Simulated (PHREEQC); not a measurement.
Solution A (0.029 mol H3PO4 and 0.00071 mol H2SO4 per kg of water) is mixed with solution B (0.13 mol HF and 0.016 mol NaF per kg of water) at 25 °C; shares are by mass of water, 1 kg in all. Oxygen is held at 0.21 atm. The system is closed to CO2. Nothing may precipitate in this run.

Equilibrium calculation in PHREEQC: ion-association model, phreeqc.dat.

```tsv
share of solution B	pH	HF (mol/kgw)	H3PO4 (mol/kgw)	SO4-2 (mol/kgw)	HSO4- (mol/kgw)	H2PO4- (mol/kgw)	F- (mol/kgw)
0	1.94	0	0.0174	0.000395	0.000315	0.0116	0
0.1	(withheld)	0.0135	0.0150	0.000371	0.000266	0.0111	0.000982
0.2	2.03	0.0266	0.0128	0.000343	0.000222	0.0104	0.00213
0.3	2.07	0.0393	0.0107	0.000310	0.000182	0.00956	0.00346
0.4	2.10	0.0515	0.00883	0.000274	0.000147	0.00857	0.00494
0.5	2.13	0.0632	0.00708	(withheld)	0.000115	0.00742	0.00656
0.6	2.16	0.0745	0.00547	0.000191	(withheld)	0.00613	0.00829
0.7	2.19	0.0855	0.00397	0.000146	(withheld)	0.00473	0.0101
0.8	2.20	0.0961	0.00258	9.84e-5	4.00e-5	0.00322	0.0119
0.9	2.22	0.106	0.00126	4.97e-5	1.93e-5	0.00164	0.0137
1	2.23	0.116	0	0	0	0	0.0155
```

Question: What belongs in the gaps?

Answer: 
- 0.1, pH: 1.98
- 0.5, SO4-2 (mol/kgw): 0.000234
- 0.6, HSO4- (mol/kgw): 8.75e-5
- 0.7, HSO4- (mol/kgw): 6.25e-5

Complexes and solids missing from the database can't appear.
